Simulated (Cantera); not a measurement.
Input: 1 mol Si, 0.92 mol Cl2, 24 mol H2, 7.4 mol HCl, held at 925 K and 0.668 Torr.

Cantera equilibrium calculation (NASA polynomials, part measured and part estimated; ideal gas, pure solids and liquids). Candidate condensed phases: Si; 19 gas species. The tables' values for SiCl3 are old estimates; treat these amounts as uncertain. Equilibrium is a limit: real reactors are often held back by kinetics, nucleation or transport.

Question: What is the equilibrium state?

Answer: x(H2): 0.800
x(HCl): 0.168
x(SiCl4): 0.0312
x(SiHCl3): 0.000541
x(SiCl3): 0.000124
x(SiCl2): 1.96e-5
gas amount: 31.32 mol
log10 activity of Si(s) (absent): -3.42
